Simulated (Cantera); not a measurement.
**Roasting and sulfation: MgCO3 + H2S + H2O**

A closed system holds: 1 mol MgCO3, a varied amount of H2S, 1.2 mol H2O, at 1577 °C and 1.30 bar.

Method: chemical equilibrium by Gibbs-energy minimisation in Cantera with the NASA 1993 tables (ideal gas, pure condensed phases). Candidate condensed phases: C, C6H6, C7H8, C8H18, H2O, H2SO4, Mg, MgCO3, MgO, Mg(OH)2, MgS, MgSO4, S; 130 gas species. Rates play no part.

From 0.089 mol H2S to 3.5 mol H2S the condensed part is MgO(s). The main Mg-bearing gas is Mg(OH)2 throughout.

```tsv
n(H2S) (mol)	log p H2O	log p CO2	log p H2	log p S2	log p CO	log p H2S	log p SO2	log p SH	n MgO(s)
0.089	-0.18	-0.35	-1.41	-4.09	-0.98	-3.49	-1.33	-4.05	1.000
0.14	-0.19	-0.42	-1.21	-2.95	-0.84	-2.73	-1.18	-3.39	1.000
0.22	-0.21	-0.50	-1.06	-2.11	-0.74	-2.15	-1.10	-2.89	1.000
0.35	-0.23	-0.58	-0.95	-1.58	-0.70	-1.78	-1.09	-2.57	1.000
0.56	-0.25	-0.68	-0.85	-1.23	-0.68	-1.51	-1.15	-2.34	1.000
0.89	-0.27	-0.80	-0.75	-1.00	-0.68	-1.29	-1.28	-2.18	1.000
1.4	-0.31	-0.97	-0.65	-0.83	-0.71	-1.10	-1.47	-2.04	1.000
2.2	-0.37	-1.18	-0.55	-0.72	-0.75	-0.94	-1.74	-1.93	1.000
3.5	-0.46	-1.45	-0.45	-0.64	-0.83	-0.81	-2.08	-1.85	1.000
```
log p: log10 of the partial pressure in bar; n: condensed amount in mol.
